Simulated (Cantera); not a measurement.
Equilibrium for halide evaporation, hydrolysis and transport: FeCl₃ + N₂

Charge: 1 mol FeCl₃, a varied amount of N₂, at 748 K and 750 Torr.

Method: chemical equilibrium by Gibbs-energy minimisation in Cantera with the NASA 1993 tables (ideal gas, pure condensed phases). Candidate condensed phases: Fe, FeCl₂, FeCl₃; 10 gas species. Equilibrium is a limit: real reactors are often held back by kinetics, nucleation or transport.

From 1.6 mol N₂ to 19 mol N₂ the condensed part is FeCl₂(s). The main Fe-bearing gas is Fe₂Cl₆ throughout.

| n(N₂) (mol) | x N₂ | x Fe₂Cl₆ | x FeCl₃ | x Cl₂ | x FeCl₂ | n FeCl₂(s) |
|---|---|---|---|---|---|---|
| 1.6 | 0.754 | 0.221 | 0.0203 | 0.00405 | 1.28e-5 | 0.0172 |
| 1.9 | 0.784 | 0.193 | 0.0190 | 0.00354 | 1.28e-5 | 0.0171 |
| 2.4 | 0.820 | 0.159 | 0.0173 | 0.00292 | 1.28e-5 | 0.0170 |
| 2.9 | 0.846 | 0.135 | 0.0159 | 0.00248 | 1.28e-5 | 0.0169 |
| 3.6 | 0.872 | 0.112 | 0.0145 | 0.00205 | 1.28e-5 | 0.0168 |
| 4.4 | 0.892 | 0.0931 | 0.0132 | 0.00170 | 1.28e-5 | 0.0167 |
| 5.5 | 0.911 | 0.0755 | 0.0119 | 0.00138 | 1.28e-5 | 0.0166 |
| 6.7 | 0.926 | 0.0625 | 0.0108 | 0.00114 | 1.28e-5 | 0.0165 |
| 8.3 | 0.939 | 0.0507 | 0.00974 | 0.000929 | 1.28e-5 | 0.0163 |
| 10 | 0.948 | 0.0422 | 0.00888 | 0.000772 | 1.28e-5 | 0.0161 |
| 13 | 0.959 | 0.0324 | 0.00778 | 0.000593 | 1.28e-5 | 0.0159 |
| 16 | 0.966 | 0.0262 | 0.00700 | 0.000480 | 1.28e-5 | 0.0157 |
| 19 | 0.971 | 0.0220 | 0.00640 | 0.000402 | 1.28e-5 | 0.0154 |
x: gas mole fraction; n: condensed amount in mol.
